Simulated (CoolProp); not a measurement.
Vapour-liquid equilibrium of R152A (1) + R113 (2) at 301.1 K; x and y are mole fractions of (1).

Computed with CoolProp (multi-fluid Helmholtz-energy mixture model, Outcalt 1996 and Marx 1992; pair parameters Bell 2016).

```csv
x,bubble pressure (bar),y at the bubble point,dew pressure at overall composition x (bar),liquid density (mol/L)
0.05,1.089,0.548,0.5289,8.469
0.15,2.114,0.779,0.5901,8.815
0.25,2.942,0.851,0.6671,9.186
0.35,3.596,0.886,0.7672,9.586
0.45,4.117,0.907,0.9021,10.02
0.55,4.550,0.923,1.094,10.50
0.65,4.942,0.937,1.388,11.02
0.75,5.330,0.951,1.892,11.61
0.85,5.750,0.967,2.933,12.29
0.95,6.232,0.987,5.313,13.06
```

No azeotrope shows between x = 0.05 and 0.95.

The pair parameters rest on a limited set of measurements; away from them the model extrapolates. With so large a gap from Raoult's law the liquid may split in two, which this calculation doesn't test in full.
